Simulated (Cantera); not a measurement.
What does this Cantera script print?

```python
import numpy as np
import cantera as ct

gas_names = """
    B BH BH2 BH3 BO BO2 B2 B2O B2O2 B2O3 B3O3H3 H HBO HBO2 HO2 H2 H2O H2O2 H3B3O6 O OH O2 O3
""".split()
cond_names = """
    B(b) B(L) B2O3(L) B3O3H3(cr) H2O(s) H2O(L)
""".split()


# ... load() reads the species with a 1 bar reference pressure and builds the phases ...
atoms = {
    'B2O3': {'B': 2, 'O': 3},
    'H2': {'H': 2},
}
top_T = {}  # K; cautious upper limits of use, not melting points


# ... equilibrate(T, P, feed) seeds the gas with the atoms and calls Mixture.equilibrate('TP', solver="vcs", rtol=1e-11, max_steps=5000) ...
results = []
feed = {'B2O3': 1, 'H2': 2.8}  # mol
P = 32000  # Pa
for T in [1850, 1900, 1950, 2000, 2050, 2100, 2150, 2200]:
    mix = equilibrate(T, P, feed)
    results.append((T, P, feed, dict(zip(mix.species_names, mix.species_moles))))

top = {s: max(r[3][s] / sum(r[3][g] for g in gas_names) for r in results) for s in gas_names}
cols = sorted((s for s in top if top[s] > 0.0001), key=lambda s: -top[s])[:7]
seen = [c for c in cond_names if any(r[3].get(c, 0) > 1e-12 for r in results)]
print("log10 of partial pressures in bar; condensed amounts in mol")
print(f"{'T/K':>10s}" + "".join(f"{s[:9]:>10s}" for s in cols + seen))
for T, P, feed, n in results:
    ng = sum(n[g] for g in gas_names)
    print(f"{T:10.4g}" + "".join(f"{np.log10(max(n[s] / ng * P / 1e5, 1e-99)):10.3f}" for s in cols)
          + "".join(f"{n.get(c, 0):10.4g}" for c in seen))
```

It prints:

```
log10 of partial pressures in bar; condensed amounts in mol
       T/K        H2      B2O3      HBO2       HBO      B2O2        BO       H2O   B2O3(L)
      1850    -0.533    -2.172    -2.053    -2.059    -3.044    -3.834    -3.027    0.8475
      1900    -0.555    -1.895    -1.885    -1.926    -2.793    -3.544    -2.928    0.7421
      1950    -0.590    -1.633    -1.729    -1.810    -2.562    -3.273    -2.842    0.5601
      2000    -0.646    -1.385    -1.589    -1.716    -2.351    -3.020    -2.775    0.2331
      2050    -0.684    -1.282    -1.526    -1.674    -2.261    -2.835    -2.718         0
      2100    -0.687    -1.292    -1.516    -1.660    -2.259    -2.701    -2.656         0
      2150    -0.691    -1.302    -1.506    -1.647    -2.258    -2.573    -2.596         0
      2200    -0.695    -1.313    -1.498    -1.636    -2.260    -2.453    -2.538         0
```

Equilibrium computed with Cantera from the NASA thermochemical tables; the gas is ideal and each condensed phase is pure.
